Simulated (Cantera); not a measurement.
A perfectly stirred reactor is fed with CO : H2 : CH4 : O2 : N2 : H2O = 1 : 0.84 : 1.4 : 7.29 : 27.4 : 2.1 (molar parts), equivalence ratio 0.51, at 100000 Pa; it is adiabatic with a 448 K inlet, and is followed from long to short residence time, starting on the burning branch (τ in s: 0.24, 0.12, 0.056, 0.027, 0.013, 0.0065, 0.0031, 0.0015, 0.00074, 0.00036, 0.00017, 8.5e-05, 4.1e-05).

Cantera simulation using GRI-Mech 3.0 (53 species, 325 reactions); the numbers are that mechanism's predictions, not measurements.

x: mole fraction; the columns are a selection and need not sum to one.

| τ (s) | T (K) | x CO | x H2 | x CH4 | x H2O2 | x CH2 |
|---|---|---|---|---|---|---|
| 0.24 | 1607 | 0.000187 | 4.71e-5 | 6.85e-6 | 9.28e-8 | (withheld) |
| 0.12 | 1605 | 0.000299 | 7.41e-5 | 1.06e-5 | 1.28e-7 | (withheld) |
| 0.056 | 1602 | 0.000502 | 0.000122 | 1.72e-5 | 1.81e-7 | (withheld) |
| 0.027 | 1597 | 0.000825 | 0.000198 | 2.74e-5 | 2.49e-7 | (withheld) |
| 0.013 | 1589 | 0.00136 | 0.000319 | 4.39e-5 | 3.43e-7 | (withheld) |
| 0.0065 | 1579 | 0.00219 | 0.000497 | 6.94e-5 | 4.62e-7 | (withheld) |
| 0.0031 | 1561 | 0.00365 | 0.000789 | 0.000116 | 6.41e-7 | (withheld) |
| 0.0015 | 1532 | 0.00612 | 0.00122 | 0.000201 | 9.05e-7 | (withheld) |
| 0.00074 | 1486 | 0.0104 | 0.00187 | 0.000386 | 1.33e-6 | (withheld) |
| 0.00036 | 448 | 0.0250 | 0.0210 | 0.0350 | <1e-12 | <1e-12 |
| 0.00017 | 448 | 0.0250 | 0.0210 | 0.0350 | <1e-12 | <1e-12 |
| 8.5e-5 | 448 | 0.0250 | 0.0210 | 0.0350 | <1e-12 | <1e-12 |
| 4.1e-5 | 448 | 0.0250 | 0.0210 | 0.0350 | <1e-12 | <1e-12 |

Problem. Complete the blanks.

Solution. 
- 0.24, x CH2: 1.03e-8
- 0.12, x CH2: 1.92e-8
- 0.056, x CH2: 3.74e-8
- 0.027, x CH2: 6.92e-8
- 0.013, x CH2: 1.25e-7
- 0.0065, x CH2: 2.13e-7
- 0.0031, x CH2: 3.63e-7
- 0.0015, x CH2: 5.92e-7
- 0.00074, x CH2: 9.31e-7
